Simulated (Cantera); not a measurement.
## Equilibrium for abatement and gas-phase synthesis: SO2 + H2O + O2

Feed: 1 mol SO2, 6.6 mol H2O, 0.1 mol O2, held at 0.110 bar.

Method: chemical equilibrium by Gibbs-energy minimisation in Cantera with the NASA 1993 tables (ideal gas, pure condensed phases). Candidate condensed phases: H2O, H2SO4, S; 19 gas species. Rates play no part.

```tsv
T (°C)	x H2O	x SO2	x SO3	x H2SO4	x O2	x OH	x H2
277	0.866	0.108	0.00530	0.0216	2.54e-11	<1e-12	<1e-12
327	0.867	0.106	0.0155	0.0111	8.21e-9	<1e-12	<1e-12
377	0.868	0.106	0.0227	0.00374	3.75e-7	<1e-12	<1e-12
427	0.868	0.105	0.0251	0.00119	6.32e-6	1.02e-11	<1e-12
477	0.868	0.105	0.0258	0.000417	6.36e-5	1.16e-10	1.44e-12
527	0.868	0.106	0.0253	0.000161	0.000435	9.52e-10	6.50e-12
577	0.867	0.109	0.0225	6.32e-5	0.00186	5.74e-9	2.78e-11
627	0.864	0.114	0.0170	2.33e-5	0.00456	2.57e-8	1.23e-10
677	0.862	0.119	0.0114	8.18e-6	0.00737	9.07e-8	5.52e-10
727	0.860	0.123	0.00717	2.91e-6	0.00945	2.70e-7	2.33e-9
```
x: gas mole fraction; nothing condenses.

From 277 °C to 727 °C nothing is condensed.
